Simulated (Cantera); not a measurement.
Input (Python, Cantera) and output of one run.

```python
import numpy as np
import cantera as ct

gas_names = """
    C CO COS CO2 CS CS2 C2 C2O C3 C3O2 C4 C5 Mg MgO MgS Mg2 O O2 O3 S SO SO2 SO3 S2 S2O S8
""".split()
cond_names = """
    C(gr) Mg(cr) Mg(L) MgCO3(s) MgO(s) MgO(L) MgS(s) MgSO4(s) MgSO4(L) S(cr1) S(cr2) S(L)
""".split()


# ... load() reads the species with a 1 bar reference pressure and builds the phases ...
atoms = {
    'MgSO4': {'Mg': 1, 'S': 1, 'O': 4},
    'CO2': {'C': 1, 'O': 2},
}
top_T = {'C(gr)': 4500, 'MgS(s)': 2250}  # K; cautious upper limits of use, not melting points


# ... equilibrate(T, P, feed) seeds the gas with the atoms and calls Mixture.equilibrate('TP', solver="vcs", rtol=1e-11, max_steps=5000) ...
results = []
feed = {'MgSO4': 1, 'CO2': 8.6}  # mol
P = 13332.2  # Pa
for T in [625, 700, 775, 850, 925, 1000, 1075, 1150, 1225, 1300]:
    mix = equilibrate(T, P, feed)
    results.append((T, P, feed, dict(zip(mix.species_names, mix.species_moles))))

top = {s: max(r[3][s] / sum(r[3][g] for g in gas_names) for r in results) for s in gas_names}
cols = sorted((s for s in top if top[s] > 1e-05), key=lambda s: -top[s])[:5]
seen = [c for c in cond_names if any(r[3].get(c, 0) > 1e-12 for r in results)]
print("log10 of partial pressures in bar; condensed amounts in mol")
print(f"{'T/K':>10s}" + "".join(f"{s[:9]:>10s}" for s in cols + seen))
for T, P, feed, n in results:
    ng = sum(n[g] for g in gas_names)
    print(f"{T:10.4g}" + "".join(f"{np.log10(max(n[s] / ng * P / 1e5, 1e-99)):10.3f}" for s in cols)
          + "".join(f"{n.get(c, 0):10.4g}" for c in seen))
```

It prints:

```
log10 of partial pressures in bar; condensed amounts in mol
       T/K       CO2       SO2        O2       SO3    MgO(s)  MgSO4(s)
       625    -0.875   -11.544   -11.850   -14.127 1.905e-10         1
       700    -0.875    -9.260    -9.561   -11.584 3.558e-08         1
       775    -0.875    -7.425    -7.724    -9.542 2.443e-06         1
       850    -0.875    -5.918    -6.219    -7.867 7.883e-05    0.9999
       925    -0.875    -4.662    -4.963    -6.472  0.001428    0.9986
      1000    -0.876    -3.599    -3.900    -5.293   0.01661    0.9834
      1075    -0.885    -2.690    -2.991    -4.285    0.1382    0.8618
      1150    -0.942    -1.905    -2.206    -3.415    0.9654   0.03459
      1225    -0.945    -1.886    -2.187    -3.656         1         0
      1300    -0.945    -1.883    -2.184    -3.889         1         0
```

Equilibrium computed with Cantera from the NASA thermochemical tables; the gas is ideal and each condensed phase is pure. Mutual solubility and eutectic melting of coexisting phases are not modelled.
